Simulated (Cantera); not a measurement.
A closed system holds: 1 mol HgO, 0.044 mol H2, equilibrated at 57.0 mbar.

These are equilibrium values from Cantera (NASA tables, ideal gas, pure condensed phases), not measurements of a reactor. Candidate condensed phases: H2O, Hg, HgO; 10 gas species. Kinetics and transport are ignored.

Which condensed phases are stable at each of these points (T (K)): 550, 625, 700, 775, 850, 925, 1000, 1075, 1150, 1225, 1300, 1375, 1450?


```tsv
T (K)	condensed phases	Hg condensed (%)
550	HgO(s)	95.6
625	gas only	0.0
700	gas only	0.0
775	gas only	0.0
850	gas only	0.0
925	gas only	0.0
1000	gas only	0.0
1075	gas only	0.0
1150	gas only	0.0
1225	gas only	0.0
1300	gas only	0.0
1375	gas only	0.0
1450	gas only	0.0
```

At 550 K the condensed part is HgO(s). From 625 K to 1450 K nothing is condensed.
